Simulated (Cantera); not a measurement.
A perfectly stirred reactor is fed with H2 : O2 : N2 : H2O = 0.77 : 1 : 1.3 : 0.22 (molar parts), equivalence ratio 0.39, at 0.132 atm; it is held at 1123 K, and followed from long to short residence time.

Computed with Cantera and the H2/O2 subset of GRI-Mech 3.0, which has no nitrogen chemistry. The temperature is held fixed by assumption; the heat of reaction is taken as removed at once.

One state of this run: x H2 = 0.00205; x O2 = 0.212; x H2O = 0.338; x HO2 = 2.88e-5; x H = 0.000180. x: mole fraction; the columns are a selection and need not sum to one.

**Question.** Which value of τ (s) does it belong to?
A) 0.79
B) 0.079
C) 0.050
D) 0.020

**Answer.** B, 0.079
